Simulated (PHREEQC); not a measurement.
Dissolve 3.2 mmol/kgw NaHS and 8.9 mmol/kgw Na3PO4 at 50 °C. Closed to the air; pH follows from the charge balance.

Equilibrium calculation in PHREEQC: ion-association model, wateq4f.dat.

The pH is 11.04 and the ionic strength is 0.0416 mol/kgw. The total alkalinity comes out as 21.0 meq/kg.

| species | molality | activity | log γ |
|---|---|---|---|
| Na+ | 0.0297 | 0.0245 | -0.083 |
| HPO4-2 | 0.00725 | 0.00343 | -0.326 |
| OH- | 0.00713 | 0.00582 | -0.088 |
| HS- | 0.00288 | 0.00235 | -0.088 |
| PO4-3 | 0.00145 | 0.000269 | -0.733 |
| S-2 | 0.000320 | 0.000151 | -0.326 |
| NaHPO4- | 0.000197 | 0.000164 | -0.080 |
| H2PO4- | 5.31e-7 | 4.42e-7 | -0.080 |
| H2S | 1.03e-7 | 1.04e-7 | 0.004 |

No solid was allowed to form. H3PO4, which wateq4f.dat lacks, is added to it with the constant of phreeqc.dat. Away from 25 °C the constants follow the database's enthalpies or fits; those with neither stay at their 25 °C values. The database's pK near 12.9 for HS-/S-2 is now thought far too low, so its S-2 is overstated. The polysulfide entries of wateq4f.dat were taken out for this run.
